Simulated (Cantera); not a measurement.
Input: 1 mol PbO, 0.2 mol H2, 13 mol N2, equilibrated at 1225 °C and 1600 Pa.

Cantera equilibrium calculation (NASA polynomials, part measured and part estimated; ideal gas, pure solids and liquids). Candidate condensed phases: H2O, Pb, PbO, PbO2, Pb3O4; 27 gas species. Gases not in the tables: (PbO)n polymers. Kinetics and transport are ignored.

Base state: N2 0.911, PbO 0.0455, Pb 0.0245, H2O 0.0140, O2 0.00514, NO 0.000204, OH 3.20e-5 (mole fractions); condensed: gas only.

### Question
What changes in the equilibrium state with this change: temperature from 1225 °C to 802 °C?

### Answer
| species | before | after |
|---|---|---|
| N2 | 0.911 | 0.980 |
| H2O | 0.0140 | 0.0151 |
| Pb | 0.0245 | 0.00475 |
| PbO | 0.0455 | 0.000193 |
| O2 | 0.00514 | <1e-9 |
| NO | 0.000204 | 4.77e-9 |
| Pb(l), mol | 0 | 0.137 |
| PbO(yellow), mol | 0 | 0.797 |
Mutual solubility and eutectic melting of coexisting phases are not modelled.
